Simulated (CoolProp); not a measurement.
Vapour-liquid equilibrium of acetone (1) + benzene (2) at 305.7 K; x and y are mole fractions of (1).

Computed with CoolProp (multi-fluid Helmholtz-energy mixture model, Lemmon 2006 and Thol 2012; pair parameters Bell 2016).

```tsv
x	bubble pressure (MPa)	y at the bubble point	dew pressure at overall composition x (MPa)	liquid density (mol/L)
0.05	0.02005	0.154	0.01848	11.16
0.125	?	0.314	0.01959	11.30
0.2	0.02548	0.426	0.02082	11.44
0.275	0.02767	0.512	0.02220	?
0.35	0.02963	0.582	0.02374	11.73
0.425	?	0.642	0.02545	11.89
0.5	0.03304	0.695	0.02734	12.06
0.575	0.03458	0.744	?	12.23
0.65	0.03603	0.790	0.03165	12.41
0.725	?	0.835	0.03398	?
0.8	0.03876	?	0.03634	12.79
0.875	0.04006	0.924	0.03864	13.00
0.95	0.04133	0.969	?	13.21
```

Fill in the missing entries.


- 0.125, bubble pressure (MPa): 0.02297
- 0.275, liquid density (mol/L): 11.58
- 0.425, bubble pressure (MPa): 0.03141
- 0.575, dew pressure at overall composition x (MPa): 0.02942
- 0.725, bubble pressure (MPa): 0.03742
- 0.725, liquid density (mol/L): 12.60
- 0.8, y at the bubble point: 0.879
- 0.95, dew pressure at overall composition x (MPa): 0.04080

No azeotrope shows between x = 0.05 and 0.95.

The pair parameters rest on a limited set of measurements; away from them the model extrapolates.
